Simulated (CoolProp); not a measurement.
Properties of R507A along the isobar 13.8 MPa (Tc = 343.8 K, pc = 3.705 MPa, ω = 0.286).

The numbers come from the reference Helmholtz-energy equation of state, Lemmon 2003 in CoolProp. It is a pseudo-pure fit of the blend.

| T (K) | phase | density (kg/m³) | cp (kJ/(kg K)) | speed of sound (m/s) | Prandtl number |
|---|---|---|---|---|---|
| 271.1 | liquid | 1227 | 1.282 | 623.7 | 3.68 |
| 278.6 | liquid | 1205 | 1.297 | 596.3 | 3.50 |
| 286 | liquid | 1183 | 1.313 | 569.6 | 3.34 |
| 293.4 | liquid | 1160 | 1.329 | 543.3 | 3.19 |
| 300.9 | liquid | 1136 | 1.347 | 517.2 | 3.06 |
| 308.3 | liquid | 1112 | 1.366 | 491.8 | 2.94 |
| 315.7 | liquid | 1087 | 1.386 | 466.9 | 2.83 |
| 323.1 | liquid | 1061 | 1.407 | 442.6 | 2.74 |
| 330.6 | liquid | 1034 | 1.429 | 418.5 | 2.66 |
| 338 | liquid | 1006 | 1.453 | 395.5 | 2.58 |
| 345.4 | supercritical | 977.7 | 1.477 | 373.2 | 2.52 |
| 352.9 | supercritical | 947.7 | 1.503 | 351.5 | 2.47 |
| 360.3 | supercritical | 917.0 | 1.529 | 331.2 | 2.42 |
| 367.7 | supercritical | 885.2 | 1.555 | 312.1 | 2.37 |
| 375.2 | supercritical | 852.0 | 1.580 | 294.1 | 2.33 |
| 382.6 | supercritical | 818.5 | 1.604 | 277.9 | 2.28 |

Viscosity comes from a separate model (Geller 2000). Thermal conductivity comes from a separate model (Geller 2001).
